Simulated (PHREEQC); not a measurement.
Synthetic water in mg/L, 95 °C, pH 6.22, pe 8.4: Na 0.468; K 0.0155; Ca 0.256; Mg 0.0511; Cl 0.289; S(6) as SO4 0.199; Alkalinity as HCO3 1.52; Ba 0.0681; Cd 0.0237.

Cl is adjusted to close the charge balance.
Valence states are taken as typed.

The numbers come from PHREEQC with the ion-association model, wateq4f.dat.

| Item | Value |
|---|---|
| ionic strength | 5.10e-5 mol/kgw |

```json
[
 {"species": "CO2", "molality": "3.72e-5", "activity": "3.72e-5", "log γ": "0.000"},
 {"species": "HCO3-", "molality": "2.47e-5", "activity": "2.45e-5", "log γ": "-0.004"},
 {"species": "Na+", "molality": "2.04e-5", "activity": "2.02e-5", "log γ": "-0.004"},
 {"species": "Cl-", "molality": "1.01e-5", "activity": "9.99e-6", "log γ": "-0.004"},
 {"species": "Ca+2", "molality": "6.38e-6", "activity": "6.14e-6", "log γ": "-0.017"},
 {"species": "Mg+2", "molality": "2.09e-6", "activity": "2.02e-6", "log γ": "-0.017"},
 {"species": "SO4-2", "molality": "2.06e-6", "activity": "1.98e-6", "log γ": "-0.017"},
 {"species": "OH-", "molality": "7.56e-7", "activity": "7.48e-7", "log γ": "-0.004"},
 {"species": "H+", "molality": "6.08e-7", "activity": "6.03e-7", "log γ": "-0.004"},
 {"species": "Ba+2", "molality": "4.94e-7", "activity": "4.76e-7", "log γ": "-0.017"},
 {"species": "K+", "molality": "3.96e-7", "activity": "3.93e-7", "log γ": "-0.004"},
 {"species": "Cd+2", "molality": "2.08e-7", "activity": "2.01e-7", "log γ": "-0.017"},
 {"species": "CaSO4", "molality": "4.13e-9", "activity": "4.13e-9", "log γ": "0.000"}
]
```

This is a speciation only: nothing precipitates in the calculation. Species that the database lacks are ignored. Constants without temperature data keep their 25 °C values here.
